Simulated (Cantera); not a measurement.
Charge: 1 mol BN, 4.4 mol NF3, equilibrated at 1475 K and 0.0100 bar.

Cantera equilibrium calculation (NASA polynomials, part measured and part estimated; ideal gas, pure solids and liquids). Candidate condensed phases: B, BN; 13 gas species. Kinetics and transport are ignored.

Base state: F 0.733, N2 0.194, BF3 0.0720, F2 0.000906 (mole fractions); condensed: gas only.

**Question.** What changes in the equilibrium state with this change: BN replaced by Si3N4?

**Answer.** 
```tsv
species	before	after
N2	0.194	0.500
SiF4	0	0.357
F	0.733	0.143
BF3	0.0720	0
F2	0.000906	3.44e-5
```
Further candidate phases: Si, Si3N4.
